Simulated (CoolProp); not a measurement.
Vapour pressure (MPa) of toluene: the reference equation beside estimates from Tc = 591.7 K, pc = 4.126 MPa, ω = 0.266.

Values from CoolProp's reference Helmholtz-energy equation of state, Lemmon 2006. It is a short technical equation, of lower accuracy than the large ones.

| T (K) | reference | Redlich-Kwong | Peng-Robinson |
|---|---|---|---|
| 327.4 | 0.01469 | 0.03417 | ___ |
| 345.6 | ___ | ___ | 0.02993 |
| 363.7 | 0.05526 | ___ | 0.05529 |
| 381.9 | ___ | 0.1747 | ___ |
| 400 | ___ | 0.2668 | 0.1567 |
| 418.2 | 0.2458 | 0.3909 | 0.2448 |
| 436.4 | 0.3681 | 0.5520 | 0.3672 |
| 454.5 | 0.5309 | ___ | 0.5307 |

Q: Some entries are withheld; supply them.

A: 
- 327.4, Peng-Robinson: 0.01492
- 345.6, reference: 0.02975
- 345.6, Redlich-Kwong: 0.06328
- 363.7, Redlich-Kwong: 0.1083
- 381.9, reference: 0.09612
- 381.9, Peng-Robinson: 0.09587
- 400, reference: 0.1573
- 454.5, Redlich-Kwong: 0.7540

Absolute difference from the reference over all 8 rows, mean and median: Redlich-Kwong 80.5 and 75.7 %, Peng-Robinson 0.4 and 0.3 %.
